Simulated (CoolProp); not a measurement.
A closed Brayton cycle with nitrogen: compressor inlet 321.15 K and 4.8 MPa, high pressure 12.7 MPa, turbine inlet 940 K, compressor efficiency 0.89, turbine efficiency 0.85, recuperator effectiveness 0.95 (on enthalpy, no pinch check). Each further row changes one setting.

Model: reference Helmholtz-energy equation of state, Span 2000, in CoolProp.

| case | thermal efficiency (%) | net work (kJ/kg) | compressor to turbine work | compressor exit (K) | turbine exit (K) |
|---|---|---|---|---|---|
| as stated | 37.4 | 86.6 | 0.59 | 438.4 | 760.4 |
| turbine inlet 890 K | 34.5 | 75.4 | 0.62 | 438.4 | 718.4 |
| compressor inlet 331.15 K | 35.8 | 82.6 | 0.61 | 451.9 | 760.4 |
| high pressure 10.8 MPa | 38.6 | 78.3 | 0.56 | 416.6 | 787.6 |
| recuperator effectiveness 0.5 | 22.2 | 86.6 | 0.59 | 438.4 | 760.4 |
